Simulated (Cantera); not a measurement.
An adiabatic, constant-pressure homogeneous reactor starts with CH4 : CO : O2 : N2 = 1 : 0.68 : 6 : 22.6 (molar parts), equivalence ratio 0.39, at 1650 K and 10.0 bar. Integrator tolerance rtol = 1e-08.

Model: GRI-Mech 3.0 (53 species, 325 reactions), integrated in Cantera.

What does this change do: initial temperature 1650 to 1450 K?


```json
[
 {"quantity": "time of steepest temperature rise", "before": "39.1 µs", "after": "0.210 ms"},
 {"quantity": "temperature at 0.300 s", "before": "2437 K", "after": "2275 K"},
 {"quantity": "equilibrium temperature", "before": "2437 K", "after": "2275 K"},
 {"quantity": "x(CH4) at 0.300 s", "before": "<1e-12 (gas-phase equilibrium <1e-12)", "after": "<1e-12 (gas-phase equilibrium <1e-12)"},
 {"quantity": "x(CO) at 0.300 s", "before": "0.00135 (gas-phase equilibrium 0.00135)", "after": "0.000515 (gas-phase equilibrium 0.000515)"},
 {"quantity": "x(O2) at 0.300 s", "before": "0.114 (gas-phase equilibrium 0.114)", "after": "0.116 (gas-phase equilibrium 0.116)"},
 {"quantity": "x(H2O) at 0.300 s", "before": "0.0640 (gas-phase equilibrium 0.0640)", "after": "0.0653 (gas-phase equilibrium 0.0653)"},
 {"quantity": "x(NO) at 0.300 s", "before": "0.0147 (gas-phase equilibrium 0.0147)", "after": "0.0108 (gas-phase equilibrium 0.0108)"},
 {"quantity": "x(C2H) at 0.300 s", "before": "<1e-12 (gas-phase equilibrium <1e-12)", "after": "<1e-12 (gas-phase equilibrium <1e-12)"}
]
```

What does this change do: constant volume in place of constant pressure?


```csv
quantity,before,after
time of steepest temperature rise,39.1 µs,37.3 µs
temperature at 0.300 s,2437 K,2601 K
equilibrium temperature,2437 K,2601 K
x(CH4) at 0.300 s,<1e-12 (gas-phase equilibrium <1e-12),<1e-12 (gas-phase equilibrium <1e-12)
x(CO) at 0.300 s,0.00135 (gas-phase equilibrium 0.00135),0.00251 (gas-phase equilibrium 0.00251)
x(O2) at 0.300 s,0.114 (gas-phase equilibrium 0.114),0.111 (gas-phase equilibrium 0.111)
x(H2O) at 0.300 s,0.0640 (gas-phase equilibrium 0.0640),0.0626 (gas-phase equilibrium 0.0626)
x(NO) at 0.300 s,0.0147 (gas-phase equilibrium 0.0147),0.0193 (gas-phase equilibrium 0.0193)
x(C2H) at 0.300 s,<1e-12 (gas-phase equilibrium <1e-12),<1e-12 (gas-phase equilibrium <1e-12)
```
